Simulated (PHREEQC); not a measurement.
Consider water at 50 °C with 0.0012 mol/kgw K2CO3, 0.21 mol/kgw KNO3 and 0.25 mol/kgw KH2PO4. Closed to the air; pH follows from the charge balance.

Computed with PHREEQC (ion-association model, wateq4f.dat).

```
quantity            before     after
----------------  --------  --------
HPO4-2 (mol/kgw)   0.00259  0.000549
H3PO4 (mol/kgw)   0.000653   9.91e-5
KHPO4- (mol/kgw)  0.000449   3.54e-5
```

Q: Which change was made?
A) K2CO3 replaced by Ca(HCO3)2 at the same molality
B) diluted 5-fold with water
C) KNO3 left out
D) K2CO3 from 0.0012 to 0.00108 mol/kgw

A: B, diluted 5-fold with water

No solid was allowed to form. H3PO4, which wateq4f.dat lacks, is added to it with the constant of phreeqc.dat. Away from 25 °C the constants follow the database's enthalpies or fits; those with neither stay at their 25 °C values.
